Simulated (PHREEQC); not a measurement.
0.28 g of hydrous ferric oxide (600 m²/g; 0.2 weak and 0.005 strong sites per Fe, Dzombak-Morel constants, diffuse double layer) in 1 kg of water with 0.3 mol/kgw of an inert sodium salt and 0.018 mmol/kgw ZnCl2, at 25 °C; the pH is set by adding NaOH or the inert anion's acid. Oxygen alone is held at its pressure in air (log pO2 = -0.68). The system is closed to CO2. Nothing may precipitate in this run.

Base run: PHREEQC, ion-association model, wateq4f.dat. Each further column changes one thing. The table gives surface charge σ (C/m²).

```
pH       base  background salt from 0.3 to 0.03 mol/kgw  oxide from 0.28 to 1.4 g/kgw  0.0002 mol/kgw CuCl2 added
-----  ------  ----------------------------------------  ----------------------------  --------------------------
4       0.349                                     0.271                         0.349                       0.349
4.67    0.303                                     0.193                         0.304                       0.305
6       0.155                                     0.076                         0.155                  (withheld)
6.67    0.094                                     0.042                         0.092                  (withheld)
7.33    0.047                                (withheld)                         0.045                       0.092
8.67   -0.028                                    -0.011                        -0.030                       0.014
9.33   -0.070                                    -0.030                        -0.073                      -0.020
10     -0.126                                    -0.059                        -0.131                      -0.058
11.33  -0.269                                (withheld)                        -0.279                      -0.174
12     -0.326                                    -0.251                        -0.336                      -0.269
```

**Question.** What belongs in the gaps?

**Answer.** 
- 6, 0.0002 mol/kgw CuCl2 added: 0.188
- 6.67, 0.0002 mol/kgw CuCl2 added: 0.136
- 7.33, background salt from 0.3 to 0.03 mol/kgw: 0.019
- 11.33, background salt from 0.3 to 0.03 mol/kgw: -0.166

 In at least one series the solution becomes supersaturated in solids that the run did not let form, among them Cu(OH)2. The database's constant for dissolved Cu(OH)2 is higher than later reviews accept.
